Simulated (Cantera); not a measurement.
Feed: 1 mol HMDSO, 0.82 mol CO2, held at 86.0 Pa.

Equilibrium computed with Cantera from the NASA thermochemical tables; the gas is ideal and each condensed phase is pure. Candidate condensed phases: C, C6H6, C7H8, C8H18, H2O, Si, SiC, SiO2; 123 gas species. The feed counts by its element totals alone. Mutual solubility and eutectic melting of coexisting phases are not modelled. The numbers say what is thermodynamically allowed, not how fast it happens.

Problem. At 1100 K, list the 3 most abundant gas species with their mole fractions, and the condensed phases.

Solution. H2 0.996, CO 0.00402, CH4 3.06e-5. Condensed: C(graphite) + SiC(s) + SiO2(β-quartz).
